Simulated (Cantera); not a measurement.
What does this Cantera script print?

```python
import numpy as np
import cantera as ct

gas_names = """
    AL ALO ALO2 AL2 AL2O AL2O2 O O2 O3
""".split()
cond_names = """
    AL(cr) AL(L) AL2O3(a) AL2O3(L)
""".split()


def load(file, names, dense=False):
    # The tables refer to 1 bar. Condensed volumes are neglected.
    table = {s.name: s for s in ct.Species.list_from_file(file)}
    out = []
    for n in names:
        d = dict(table[n].input_data)
        d["thermo"] = dict(d["thermo"], **{"reference-pressure": 1e5})
        if dense:
            d["equation-of-state"] = {"model": "constant-volume", "density": "1e6 g/cm^3"}
        out.append(ct.Species.from_dict(d))
    return out


gas = ct.Solution(thermo="ideal-gas", species=load("nasa_gas.yaml", gas_names))
cond = {s.name: ct.Solution(thermo="fixed-stoichiometry", species=[s], name=s.name)
        for s in load("nasa_condensed.yaml", cond_names, dense=True)}
atoms = {
    'Al2O3': {'AL': 2, 'O': 3},
    'O2': {'O': 2},
}
top_T = {}  # K; cautious upper limits of use, not melting points


def equilibrate(T, P, feed):
    n = {}
    for name, mol in feed.items():
        for a, k in atoms[name].items():
            n[a] = n.get(a, 0.0) + k * mol
    gas.TPX = T, P, n
    mass = sum(n.values()) * gas.mean_molecular_weight
    gas.equilibrate("TP")
    valid = [c for c in cond.values() if c.min_temp <= T <= top_T.get(c.name, c.max_temp)]
    mix = ct.Mixture([(gas, mass / gas.mean_molecular_weight)] + [(c, 0.0) for c in valid])
    mix.T, mix.P = T, P
    mix.equilibrate("TP", solver="vcs", rtol=1e-11, max_steps=5000)
    return mix


results = []
feed = {'Al2O3': 1, 'O2': 0.11}  # mol
T = 1248  # K
P = 13332.2  # Pa
mix = equilibrate(T, P, feed)
results.append((T, P, feed, dict(zip(mix.species_names, mix.species_moles))))
print(gas.report(threshold=1e-05))
for i in range(1, mix.n_phases):
    print(f"{mix.phase(i).name:16s} {mix.phase_moles(i):12.5e} mol")
```

Output:

```
       temperature   1248 K
          pressure   13332 Pa
           density   0.041113 kg/m^3
  mean mol. weight   31.998 kg/kmol
   phase of matter   gas

                          1 kg             1 kmol
                     ---------------   ---------------
          enthalpy        9.8332e+05        3.1464e+07  J
   internal energy        6.5904e+05        2.1088e+07  J
           entropy            8380.5        2.6816e+05  J/K
    Gibbs function       -9.4756e+06        -3.032e+08  J
 heat capacity c_p            1116.6             35728  J/K
 heat capacity c_v            856.73             27414  J/K

                      mass frac. Y      mole frac. X     chem. pot. / RT
                     ---------------   ---------------   ---------------
                O2                 1                 1            -29.22
     [   +8 minor]        9.1314e-08        1.8241e-07

AL(L)             0.00000e+00 mol
AL2O3(a)          1.00000e+00 mol
```

These are equilibrium values from Cantera (NASA tables, ideal gas, pure condensed phases), not measurements of a reactor.
